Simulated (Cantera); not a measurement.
Premixed flame

A freely propagating, adiabatic, planar premixed flame of 47.6 % H₂, 8.52 % O₂, 32.0 % N₂, 11.9 % H₂O, unburnt at 700 K and 0.820 bar; mixture-averaged transport, grid criteria slope 0.08 and curve 0.16, no radiation.

Cantera simulation using the H2/O2 subset of GRI-Mech 3.0, which has no nitrogen chemistry; the numbers are that mechanism's predictions, not measurements. Burning velocities carry a grid error of a few per cent, more on coarse grids.

```csv
z (mm),T (K),u (m/s),x H₂,x O₂,x H₂O,x H,x H₂O₂,x OH
-1.84,700,8.95,0.476,0.0852,0.119,<1e-8,<1e-8,<1e-8
-1.23,700,8.95,0.476,0.0852,0.119,<1e-8,<1e-8,<1e-8
-0.922,700,8.95,0.476,0.0852,0.119,<1e-8,<1e-8,<1e-8
-0.615,700,8.95,0.476,0.0852,0.119,5.91e-7,<1e-8,<1e-8
-0.307,727,9.24,0.472,0.0848,0.121,0.000461,3.15e-6,5.26e-5
-0.154,892,11.1,0.447,0.0789,0.140,0.00649,4.35e-6,0.000327
0,1189,14.5,0.380,0.0529,0.199,0.0322,1.09e-6,0.00105
0.154,1403,17.0,0.316,0.0171,0.269,0.0581,5.86e-7,0.00187
0.307,1500,18.1,0.297,0.00366,0.296,0.0629,3.77e-7,0.00203
0.615,1586,19.1,0.298,0.000339,0.305,0.0553,2.70e-7,0.00213
1.23,1673,20.0,0.306,0.000109,0.307,0.0431,1.78e-7,0.00208
2.46,1754,20.8,0.314,6.21e-5,0.310,0.0309,9.88e-8,0.00180
4.92,1822,21.5,0.320,3.00e-5,0.312,0.0205,4.81e-8,0.00139
```
x: mole fraction of selected species; z is measured from the peak of heat release.

| Item | Result |
|---|---|
| laminar burning velocity | 895 cm/s |
| thermal thickness | 0.615 mm |
| peak x(H) | 0.0630 |
| peak x(H₂O₂) | 5.03e-6 |
| peak x(OH) | 0.00214 |
| grid points | 135 |
